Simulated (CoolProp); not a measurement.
Properties of hexamethyldisiloxane (MM) along the isotherm 112.75 °C (Tc = 245.6 °C, pc = 1.931 MPa, ω = 0.418).

Computed with CoolProp (reference Helmholtz-energy equation of state, Thol 2016).

| p (MPa) | phase | density (kg/m³) | cp (kJ/(kg K)) | cv (kJ/(kg K)) | isothermal compressibility (1/MPa) | fugacity coefficient |
|---|---|---|---|---|---|---|
| 0.0153 | gas | 0.7806 | 1.728 | 1.675 | 65.89 | 0.9920 |
| 0.0347 | gas | 1.789 | 1.734 | 1.678 | 29.37 | 0.9819 |
| 0.0791 | gas | … | 1.749 | 1.685 | 13.24 | 0.9588 |
| 0.18 | liquid | 659.9 | … | 1.764 | 0.005553 | 0.7355 |
| 0.41 | liquid | … | 2.152 | 1.764 | 0.005470 | 0.3286 |
| 0.932 | liquid | 662.6 | 2.148 | 1.763 | 0.005292 | 0.1505 |
| 2.12 | liquid | 666.6 | 2.140 | … | 0.004933 | … |
| 4.83 | liquid | 675.0 | 2.124 | 1.760 | … | … |

Task: Some entries are withheld; supply them.

Result: 
- 0.0791, density (kg/m³): 4.183
- 0.18, cp (kJ/(kg K)): 2.154
- 0.41, density (kg/m³): 660.7
- 2.12, cv (kJ/(kg K)): 1.762
- 2.12, fugacity coefficient: 0.07241
- 4.83, isothermal compressibility (1/MPa): 0.004289
- 4.83, fugacity coefficient: 0.03899
